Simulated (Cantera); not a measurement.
A closed system holds: 1 mol Fe2O3, 74 mol H2, equilibrated at 875 K and 1200 Pa.

These are equilibrium values from Cantera (NASA tables, ideal gas, pure condensed phases), not measurements of a reactor. Candidate condensed phases: Fe, FeO, Fe(OH)2, Fe(OH)3, Fe2O3, Fe3O4, H2O; 12 gas species. Kinetics and transport are ignored.

Base state: H2 0.959, H2O 0.0405 (mole fractions); condensed: Fe(α).

**Question.** What changes in the equilibrium state with this change: temperature from 875 K to 1775 K?

**Answer.** 
| species | before | after |
|---|---|---|
| H2 | 0.959 | 0.955 |
| H2O | 0.0405 | 0.0404 |
| H | <1e-9 | 0.00258 |
| Fe | <1e-9 | 0.00170 |
| Fe(α), mol | 2.00 | 0 |
| Fe(δ), mol | 0 | 1.87 |
